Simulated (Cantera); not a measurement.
Cantera run:

```python
import numpy as np
import cantera as ct

gas_names = [...]  # 151 gases of nasa_gas.yaml made of C, H, N, O, Si
cond_names = """
    C(gr) C6H6(L) C7H8(L) C8H18(L),n-octa H2O(s) H2O(L) Si(cr) Si(L) SiC(b) SiO2(Lqz) SiO2(hqz) SiO2(L)
    Si2N2O(s) Si3N4(a)
""".split()


# ... load() reads the species with a 1 bar reference pressure and builds the phases ...
atoms = {
    'SiC': {'Si': 1, 'C': 1},
    'O2': {'O': 2},
    'N2': {'N': 2},
    'H2O': {'H': 2, 'O': 1},
}
top_T = {'C(gr)': 4500, 'SiC(b)': 3050, 'Si2N2O(s)': 2100, 'Si3N4(a)': 2400}  # K; cautious upper limits of use, not melting points


# ... equilibrate(T, P, feed) seeds the gas with the atoms and calls Mixture.equilibrate('TP', solver="vcs", rtol=1e-11, max_steps=5000) ...
results = []
feed = {'SiC': 1, 'O2': 0.0029, 'N2': 170, 'H2O': 0.001}  # mol
T = 1275  # K
P = 1.8  # Pa
mix = equilibrate(T, P, feed)
results.append((T, P, feed, dict(zip(mix.species_names, mix.species_moles))))
print(gas.report(threshold=1e-06))
for i in range(1, mix.n_phases):
    print(f"{mix.phase(i).name:16s} {mix.phase_moles(i):12.5e} mol")
```

Result:

```
       temperature   1275 K
          pressure   1.8 Pa
           density   4.7567e-06 kg/m^3
  mean mol. weight   28.014 kg/kmol
   phase of matter   gas

                          1 kg             1 kmol
                     ---------------   ---------------
          enthalpy        1.0934e+06         3.063e+07  J
   internal energy        7.1497e+05        2.0029e+07  J
           entropy             11677        3.2711e+05  J/K
    Gibbs function       -1.3794e+07       -3.8644e+08  J
 heat capacity c_p              1212             33952  J/K
 heat capacity c_v            915.18             25638  J/K

                      mass frac. Y      mole frac. X     chem. pot. / RT
                     ---------------   ---------------   ---------------
                CO        3.0137e-05        3.0142e-05           -58.034
                H2         4.078e-07        5.6667e-06           -41.148
                N2           0.99995           0.99995           -36.452
               SiO        1.5512e-05        9.8571e-06           -60.055
     [ +147 minor]        9.6107e-08        4.9463e-07

C(gr)             0.00000e+00 mol
Si(cr)            0.00000e+00 mol
SiC(b)            9.94873e-01 mol
SiO2(hqz)         0.00000e+00 mol
Si2N2O(s)         0.00000e+00 mol
Si3N4(a)          1.14686e-03 mol
```

Cantera equilibrium calculation (NASA polynomials, part measured and part estimated; ideal gas, pure solids and liquids). N2 is the only nitrogen source here; it is nearly inert below about 1500 K, so the nitride shown seldom forms there in practice. Mutual solubility and eutectic melting of coexisting phases are not modelled.
